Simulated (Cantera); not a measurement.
Input (Python, Cantera):

```python
import numpy as np
import cantera as ct

surf = ct.Interface("ptcombust.yaml", "Pt_surf")
gas = surf.adjacent["gas"]
gas.TPX = 475, 500000, {'H2': 0.013, 'O2': 0.059, 'N2': 0.79, 'H2O': 0.011}
surf.TP = 475, 500000
reactor = ct.FlowReactor(gas, clone=False)
reactor.area = 0.0001  # m2
reactor.surface_area_to_volume_ratio = 470  # 1/m
reactor.mass_flow_rate = 1.2 * reactor.area * gas.density  # inlet velocity 1.2 m/s
reactor.energy_enabled = False
wall = ct.ReactorSurface(surf, reactor, clone=False)
net = ct.ReactorNet([reactor])
net.rtol, net.atol = 1e-8, 1e-16
show, cover = ['H2', 'O2', 'H2O'], ['PT(S)', 'H(S)', 'O(S)', 'OH(S)', 'CO(S)', 'C(S)']

rows = []
print(f"{'z/m':>9s}{'u/(m/s)':>9s}" + "".join(f"{s:>13s}" for s in show + cover))
for z in [0.00024, 0.00051, 0.0011, 0.0024, 0.0051, 0.011, 0.024]:
    net.advance(z)
    rows.append([reactor.speed, *gas[show].X, *surf[cover].coverages])
    print(f"{z:9.4g}{rows[-1][0]:9.3g}" + "".join(f"{x:13.4e}" for x in rows[-1][1:]))
```

Output:

```
      z/m  u/(m/s)           H2           O2          H2O        PT(S)         H(S)         O(S)        OH(S)        CO(S)         C(S)
  0.00024      1.2   8.3147e-03   6.4494e-02   1.9268e-02   1.8279e-01   1.0538e-06   6.0899e-01   2.0148e-01  -8.3733e-21  -1.9556e-25
  0.00051     1.19   5.4895e-03   6.3167e-02   2.2132e-02   1.2322e-01   4.2065e-07   6.8952e-01   1.8221e-01  -1.1358e-26  -5.3970e-31
   0.0011     1.19   3.1206e-03   6.2054e-02   2.4534e-02   7.1299e-02   1.2534e-07   7.7434e-01   1.5119e-01  -1.9756e-22  -4.5133e-27
   0.0024     1.19   1.5869e-03   6.1334e-02   2.6089e-02   3.6683e-02   3.0509e-08   8.4611e-01   1.1549e-01   8.2531e-25  -7.6369e-31
   0.0051     1.19   7.8154e-04   6.0956e-02   2.6905e-02   1.8179e-02   7.1313e-09   8.9645e-01   8.4504e-02  -9.6281e-23   5.5721e-30
    0.011     1.19   3.6962e-04   6.0762e-02   2.7323e-02   8.6247e-03   1.5630e-09   9.3133e-01   5.9624e-02  -1.9148e-25  -1.0320e-29
    0.024     1.19   1.7079e-04   6.0669e-02   2.7524e-02   3.9914e-03   3.3148e-10   9.5465e-01   4.1164e-02   3.6039e-25   3.1414e-30
```

Model: Deutschmann's 1995 Pt surface mechanism with GRI-Mech 3.0 gas chemistry, integrated in Cantera. Catalytic surfaces can have several steady states; this one follows from the mechanism file's or the stated starting coverage. Mass transfer to the wall is taken as infinitely fast.
